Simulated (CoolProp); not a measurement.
Vapour-liquid equilibrium of CHF3 (R23) (1) + R143a (2) at 252.2 K; x and y are mole fractions of (1).

Values from CoolProp's multi-fluid Helmholtz-energy mixture model, Penoncello 2003 and Lemmon and Jacobsen 2000; pair parameters Bell 2016.

| x | bubble pressure (bar) | y at the bubble point | dew pressure at overall composition x (bar) | liquid density (mol/L) |
|---|---|---|---|---|
| 0.05 | 3.447 | 0.149 | 3.169 | 13.15 |
| 0.2 | 4.832 | 0.469 | 3.610 | 13.67 |
| 0.35 | 6.390 | 0.662 | 4.200 | 14.20 |
| 0.5 | 8.013 | 0.783 | 5.026 | 14.75 |
| 0.65 | 9.641 | 0.865 | 6.268 | 15.31 |
| 0.8 | 11.27 | 0.928 | 8.314 | 15.90 |
| 0.95 | 12.95 | 0.982 | 11.92 | 16.52 |

No azeotrope shows between x = 0.05 and 0.95.

The pair parameters rest on a limited set of measurements; away from them the model extrapolates.
